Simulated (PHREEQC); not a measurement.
Make-up at 45 °C: 0.17 mol Ni(NO3)2, 0.0024 mol KOH and 0.00054 mol H2SO4 per kg of water. Closed to the air; pH follows from the charge balance.

Equilibrium calculation in PHREEQC: ion-association model, wateq4f.dat.

Precipitation was switched off in this run.

### Question
What pH does the model give?

### Answer
pH 7.60.

### Question
In which forms is S present?

### Answer
NiSO4 65 %, SO4-2 35 % of the S.

Species that the database lacks are ignored. In wateq4f.dat the enthalpy of Ni(OH)2 has the wrong sign, so its saturation index can't be trusted away from 25 °C. Constants without temperature data keep their 25 °C values here.
